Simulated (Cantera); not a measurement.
## Low-pressure radical oxidation in H2/O2

An isothermal, constant-pressure homogeneous reactor starts with 5.57 % H₂, 94.4 % O₂, equivalence ratio 0.029, at 1250 K and 9.75 Torr.

Model: the H2/O2 subset of GRI-Mech 3.0, which has no nitrogen chemistry, integrated in Cantera. Radical loss at walls, strong at low pressure, is not modelled. The temperature is held fixed by assumption; the heat of reaction is taken as removed at once.

```json
[
 {"t (s)": "3.00e-6", "x H₂": "0.0557", "x O₂": "0.944", "x H₂O₂": "<1e-12", "x H₂O": "<1e-12", "x H": "3.37e-10", "x HO₂": "3.50e-10"},
 {"t (s)": "1.53e-5", "x H₂": "0.0557", "x O₂": "0.944", "x H₂O₂": "<1e-12", "x H₂O": "2.99e-11", "x H": "1.49e-9", "x HO₂": "1.79e-9"},
 {"t (s)": "7.80e-5", "x H₂": "0.0557", "x O₂": "0.944", "x H₂O₂": "2.38e-12", "x H₂O": "2.62e-9", "x H": "5.85e-9", "x HO₂": "9.12e-9"},
 {"t (s)": "0.000398", "x H₂": "0.0557", "x O₂": "0.944", "x H₂O₂": "6.11e-11", "x H₂O": "3.09e-7", "x H": "1.19e-7", "x HO₂": "4.70e-8"},
 {"t (s)": "0.00203", "x H₂": "0.0131", "x O₂": "0.913", "x H₂O₂": "2.45e-7", "x H₂O": "0.0334", "x H": "0.0106", "x HO₂": "3.50e-6"},
 {"t (s)": "0.0103", "x H₂": "0.000894", "x O₂": "0.907", "x H₂O₂": "8.68e-8", "x H₂O": "0.0497", "x H": "0.00687", "x HO₂": "3.07e-6"},
 {"t (s)": "0.0528", "x H₂": "0.000415", "x O₂": "0.927", "x H₂O₂": "8.44e-8", "x H₂O": "0.0539", "x H": "0.00202", "x HO₂": "2.45e-6"},
 {"t (s)": "0.269", "x H₂": "4.65e-5", "x O₂": "0.941", "x H₂O₂": "4.56e-8", "x H₂O": "0.0567", "x H": "7.32e-5", "x HO₂": "8.49e-7"},
 {"t (s)": "1.37", "x H₂": "2.71e-6", "x O₂": "0.942", "x H₂O₂": "1.06e-8", "x H₂O": "0.0572", "x H": "1.04e-6", "x HO₂": "1.06e-7"},
 {"t (s)": "7.00", "x H₂": "2.33e-7", "x O₂": "0.943", "x H₂O₂": "1.86e-9", "x H₂O": "0.0573", "x H": "2.63e-8", "x HO₂": "1.65e-8"}
]
```
x: mole fraction; the columns are a selection and need not sum to one.

Equilibrium at this temperature and pressure: H₂ 1.80e-8, O₂ 0.943, H₂O₂ 2.34e-10, H₂O 0.0573, H 5.72e-10, HO₂ 1.80e-8 (gas phase only).
